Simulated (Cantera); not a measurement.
Charge: 1 mol Si(CH3)4, 0.3 mol C3H8, 5.1 mol H2, equilibrated at 1700 Pa.

These are equilibrium values from Cantera (NASA tables, ideal gas, pure condensed phases), not measurements of a reactor. Candidate condensed phases: C, C6H6, C7H8, C8H18, Si, SiC; 87 gas species. Gases not in the tables: Si2H6 and higher silanes. The numbers say what is thermodynamically allowed, not how fast it happens.

Q: Which condensed phases are stable at each of these points (T (K)): 1598, 1673, 1748, 1823, 1898, 1973, 2048, 2123, 2198, 2273, 2348, 2423, 2498, 2573?

A: 
```
T (K)      condensed phases  Si condensed (%)
-----  --------------------  ----------------
1598   C(graphite) + SiC(s)             100.0
1673   C(graphite) + SiC(s)             100.0
1748   C(graphite) + SiC(s)             100.0
1823   C(graphite) + SiC(s)             100.0
1898   C(graphite) + SiC(s)             100.0
1973   C(graphite) + SiC(s)              99.9
2048   C(graphite) + SiC(s)              99.6
2123   C(graphite) + SiC(s)              98.7
2198   C(graphite) + SiC(s)              96.3
2273   C(graphite) + SiC(s)              90.2
2348   C(graphite) + SiC(s)              74.9
2423   C(graphite) + SiC(s)              37.5
2498            C(graphite)               0.0
2573            C(graphite)               0.0
```

From 1598 K to 2423 K the condensed part is C(graphite) + SiC(s). From 2498 K to 2573 K the condensed part is C(graphite).
